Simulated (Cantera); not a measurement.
**Al + HCl + N2 (aluminium nitride and oxide growth)**

Input: 1 mol Al, 3.1 mol HCl, a varied amount of N2, at 1700 K and 510 Torr.

Cantera equilibrium calculation (NASA polynomials, part measured and part estimated; ideal gas, pure solids and liquids). Candidate condensed phases: Al, AlCl3, AlN, NH4Cl; 20 gas species. The tables' values for AlCl2 are old estimates; treat these amounts as uncertain. Rates play no part.

From 3.4 mol N2 to 100 mol N2 the condensed part is AlN(s). From 180 mol N2 to 570 mol N2 nothing is condensed. The main Al-bearing gas is AlCl3 throughout.

| n(N2) (mol) | x N2 | x H2 | x AlCl3 | x HCl | x AlCl2 | n AlN(s) |
|---|---|---|---|---|---|---|
| 3.4 | 0.553 | 0.216 | 0.133 | 0.0780 | 0.0139 | 0.0730 |
| 5.9 | 0.682 | 0.151 | 0.0918 | 0.0597 | 0.0105 | 0.0799 |
| 11 | 0.800 | 0.0927 | 0.0557 | 0.0407 | 0.00732 | 0.0838 |
| 19 | 0.873 | 0.0575 | 0.0339 | 0.0276 | 0.00518 | 0.0827 |
| 33 | 0.922 | 0.0344 | 0.0197 | 0.0179 | 0.00357 | 0.0758 |
| 58 | 0.953 | 0.0198 | 0.0109 | 0.0113 | 0.00240 | 0.0605 |
| 100 | 0.972 | 0.0115 | 0.00604 | 0.00707 | 0.00161 | 0.0354 |
| 180 | 0.984 | 0.00634 | 0.00310 | 0.00426 | 0.00102 | 0 |
| 320 | 0.991 | 0.00343 | 0.00159 | 0.00272 | 0.000599 | 0 |
| 570 | 0.995 | 0.00184 | 0.000793 | 0.00173 | 0.000346 | 0 |
x: gas mole fraction; n: condensed amount in mol.
